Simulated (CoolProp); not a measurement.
Properties of decamethylcyclopentasiloxane (D5) along the isobar 8.59 bar (Tc = 345.1 °C, pc = 10.78 bar, ω = 0.631).

Values from CoolProp's reference Helmholtz-energy equation of state, Thol 2019.

```
T (°C)   phase  speed of sound (m/s)  Joule-Thomson coefficient (K/MPa)  expansivity (1/kK)
------  ------  --------------------  ---------------------------------  ------------------
-42.05  liquid                  1169                            -0.4300               1.099
-30.55  liquid                  1125                            -0.4289               1.096
-19.05  liquid                  1082                            -0.4268               1.096
-7.55   liquid                  1041                            -0.4236               1.097
3.95    liquid                  1001                            -0.4193               1.101
15.35   liquid                 962.9                            -0.4141               1.107
26.85   liquid                 925.5                            -0.4078               1.115
38.35   liquid                 889.2                            -0.4006               1.125
49.85   liquid                 853.9                            -0.3923               1.137
61.35   liquid                 819.5                            -0.3831               1.152
72.85   liquid                 786.0                            -0.3729               1.169
84.35   liquid                 753.2                            -0.3617               1.189
```
